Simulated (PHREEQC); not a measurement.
Solution (30 °C): 150 mmol/kgw H2SO4 and 91 mmol/kgw FeCl3. Closed to the air; pH follows from the charge balance.

The numbers come from PHREEQC with the ion-association model, phreeqc.dat.

This is a speciation only: nothing precipitates in the calculation.

### Question
What pH does the model give?

### Answer
pH 0.81.

### Question
In which forms is S present?

### Answer
HSO4- 46 %, FeHSO4+2 21 %, FeSO4+ 21 %, SO4-2 9.2 %, Fe(SO4)2- 2.7 % of the S.

Examples of supersaturated solids here: Hematite (slow to form), Goethite (slow to form). Others may be too.
